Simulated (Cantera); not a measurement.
A closed system holds: 1 mol SiH2Cl2, 0.016 mol C2H2, 3.5 mol H2, held at 13.0 mbar.

Method: chemical equilibrium by Gibbs-energy minimisation in Cantera with the NASA 1993 tables (ideal gas, pure condensed phases). Candidate condensed phases: C, C6H6, C7H8, C8H18, Si, SiC; 109 gas species. Mutual solubility and eutectic melting of coexisting phases are not modelled. The tables' values for SiCl3, SiCl are old estimates; treat these amounts as uncertain. Gases not in the tables: Si2H6 and higher silanes. Rates play no part. All values below are at 1848 K.

Base state: H2 0.735, HCl 0.159, SiCl2 0.0994, H 0.00399, SiCl3 0.000863, SiCl 0.000669, Cl 0.000655, Si 0.000483 (mole fractions); condensed: Si(l) + SiC(s).

Task: What changes in the equilibrium state with this change: pressure from 13.0 mbar to 1.33 mbar?

Result: 
| species | before | after |
|---|---|---|
| H2 | 0.735 | 0.724 |
| HCl | 0.159 | 0.157 |
| SiCl2 | 0.0994 | 0.0982 |
| H | 0.00399 | 0.0124 |
| Si | 0.000483 | 0.00471 |
| SiHCl3 | 1.44e-5 | 1.44e-6 |
| SiCl4 | 1.11e-5 | 1.11e-6 |
| Si2 | 3.36e-6 | 3.27e-5 |
| Si(l), mol | 0.406 | 0.378 |
| SiC(s), mol | 0.0320 | 0.0316 |
The tables' values for SiCl, SiCl3 are old estimates; treat these amounts as uncertain.
